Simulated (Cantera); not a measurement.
A Cantera script and its output.

```python
import numpy as np
import cantera as ct

gas = ct.Solution("gri30.yaml")
gas.TPX = 1298, 101325, {'H2': 1, 'O2': 0.556, 'N2': 2.09}
reactor = ct.IdealGasConstPressureReactor(gas, energy="on", clone=False)
net = ct.ReactorNet([reactor])
net.rtol, net.atol = 1e-08, 1e-16
show = ['H2', 'O2', 'H2O2', 'O', 'NO', 'H2O', 'OH']
times = np.geomspace(2e-06, 1, 11)

steps = ct.SolutionArray(gas, extra=["t"])
rows = []
print(f"{'t/s':>10s}{'T/K':>9s}{'P/Pa':>11s}" + "".join(f"{s:>11s}" for s in show))
for t in times:
    while net.time < t:
        t_next = net.step()
        steps.append(gas.state, t=t_next)
    rows.append([np.interp(t, steps.t, y) for y in (steps.T, steps.P, *steps(*show).X.T)])
    print(f"{t:10.3e}{rows[-1][0]:9.1f}{rows[-1][1]:11.4g}" + "".join(f"{x:11.3e}" for x in rows[-1][2:]))
rate = np.gradient(steps.T, steps.t)
print("integrator steps:", len(steps.t))
if steps.T.max() > steps.T[0] + 200:
    print(f"time of steepest temperature rise: {steps.t[rate.argmax()]:.4e} s")
gas.TPX = 1298, 101325, {'H2': 1, 'O2': 0.556, 'N2': 2.09}
gas.equilibrate("HP")
print(f"equilibrium (HP): T = {gas.T:.1f} K  " + "  ".join(f"{s} {gas[s].X[0]:.3e}" for s in show))
```

Output:

```
       t/s      T/K       P/Pa         H2         O2       H2O2          O         NO        H2O         OH
 2.000e-06   1298.0  1.013e+05  2.743e-01  1.525e-01  1.241e-10  6.194e-09  7.984e-19  2.252e-08  4.035e-09
 7.429e-06   1298.0  1.013e+05  2.743e-01  1.525e-01  2.285e-09  2.091e-07  1.798e-16  1.621e-06  1.328e-07
 2.759e-05   1508.9  1.013e+05  1.152e-01  8.239e-02  3.196e-06  1.554e-02  1.163e-06  1.174e-01  1.070e-02
 1.025e-04   2528.2  1.013e+05  4.117e-02  2.964e-02  2.818e-07  1.280e-02  1.761e-04  2.310e-01  3.104e-02
 3.807e-04   2759.8  1.013e+05  3.090e-02  2.428e-02  4.661e-07  7.304e-03  1.549e-03  2.552e-01  2.825e-02
 1.414e-03   2756.7  1.013e+05  3.122e-02  2.268e-02  4.507e-07  6.881e-03  5.808e-03  2.555e-01  2.740e-02
 5.253e-03   2752.2  1.013e+05  3.162e-02  2.128e-02  4.333e-07  6.537e-03  9.676e-03  2.557e-01  2.665e-02
 1.951e-02   2751.9  1.013e+05  3.164e-02  2.122e-02  4.326e-07  6.521e-03  9.849e-03  2.557e-01  2.661e-02
 7.248e-02   2751.9  1.013e+05  3.164e-02  2.122e-02  4.326e-07  6.521e-03  9.849e-03  2.557e-01  2.661e-02
 2.692e-01   2751.9  1.013e+05  3.164e-02  2.122e-02  4.326e-07  6.521e-03  9.849e-03  2.557e-01  2.661e-02
 1.000e+00   2751.9  1.013e+05  3.164e-02  2.122e-02  4.326e-07  6.521e-03  9.849e-03  2.557e-01  2.661e-02
integrator steps: 1286
time of steepest temperature rise: 2.7759e-05 s
equilibrium (HP): T = 2751.9 K  H2 3.164e-02  O2 2.122e-02  H2O2 4.326e-07  O 6.521e-03  NO 9.849e-03  H2O 2.557e-01  OH 2.661e-02
```

Computed with Cantera and GRI-Mech 3.0 (53 species, 325 reactions).
